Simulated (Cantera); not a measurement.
## Premixed flame

A freely propagating, adiabatic, planar premixed flame of 5.48 % C3H8, 24.9 % O2, 69.6 % N2, unburnt at 450 K and 1.01 bar; mixture-averaged transport, grid criteria slope 0.08 and curve 0.16, no radiation.

Model: GRI-Mech 3.0 (53 species, 325 reactions), integrated in Cantera. GRI-Mech 3.0 was tuned for natural gas; its chemistry of propane as a main component is partial and can be far from experiment. Burning velocities carry a grid error of a few per cent, more on coarse grids.

```tsv
z (mm)	T (K)	u (m/s)	x C3H8	x O2	x C2H	x C2H6	x NO	x H2O
-0.647	450	1.40	0.0548	0.249	<1e-8	1.15e-8	<1e-8	9.12e-6
-0.431	451	1.40	0.0546	0.249	<1e-8	3.02e-7	<1e-8	0.000121
-0.323	454	1.42	0.0545	0.247	<1e-8	2.84e-6	1.07e-8	0.000646
-0.216	490	1.55	0.0538	0.242	<1e-8	6.05e-5	1.31e-7	0.00543
-0.108	890	2.92	0.0417	0.200	<1e-8	0.00152	2.20e-6	0.0443
-0.0539	1378	4.72	0.0155	0.145	1.40e-7	0.00198	5.98e-6	0.0872
0	1833	6.48	0.000659	0.0857	6.67e-6	0.000256	1.32e-5	0.128
0.0539	2053	7.30	1.63e-6	0.0492	9.02e-6	3.05e-6	2.41e-5	0.150
0.108	2118	7.52	<1e-8	0.0329	1.36e-6	<1e-8	3.36e-5	0.157
0.216	2163	7.63	<1e-8	0.0232	<1e-8	<1e-8	4.35e-5	0.158
0.431	2217	7.77	<1e-8	0.0194	<1e-8	<1e-8	5.42e-5	0.158
0.863	2288	7.97	<1e-8	0.0169	<1e-8	<1e-8	7.42e-5	0.161
1.73	2373	8.22	<1e-8	0.0141	<1e-8	<1e-8	0.000116	0.167
```
x: mole fraction of selected species; z is measured from the peak of heat release.

```
Property                     Value
------------------------  --------
laminar burning velocity  140 cm/s
thermal thickness         0.216 mm
peak x(C2H)                1.14e-5
peak x(C2H6)               0.00224
grid points                    153
```
